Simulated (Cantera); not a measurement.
Mixture: H2 : O2 : N2 = 1 : 0.333 : 1.25 (molar parts), at 4.10 bar, adiabatic and at constant volume. Ignition delay is the time to a rise of 400 K.

Detailed kinetics in Cantera: the H2/O2 subset of GRI-Mech 3.0, which has no nitrogen chemistry. The hydrogen kinetics of GRI-Mech 3.0 are dated; newer H2 mechanisms differ, most at raised pressure. Where the delays flatten at high temperature, the 400 K rule measures the pace of heat release, not the induction time.

### Question
What does this change do: 0.044 parts H2O added?

### Answer
```tsv
quantity	before	after
delay at 1050 K	1.96 ms	2.46 ms
delay at 1200 K	16.7 µs	19.5 µs
delay at 1350 K	5.97 µs	6.25 µs
delay at 1500 K	3.32 µs	3.41 µs
delay at 1650 K	2.21 µs	2.25 µs
```

### Question
What does this change do: 0.072 parts H2O added?

### Answer
```csv
quantity,before,after
delay at 1050 K,1.96 ms,2.73 ms
delay at 1200 K,16.7 µs,21.8 µs
delay at 1350 K,5.97 µs,6.43 µs
delay at 1500 K,3.32 µs,3.47 µs
delay at 1650 K,2.21 µs,2.28 µs
```
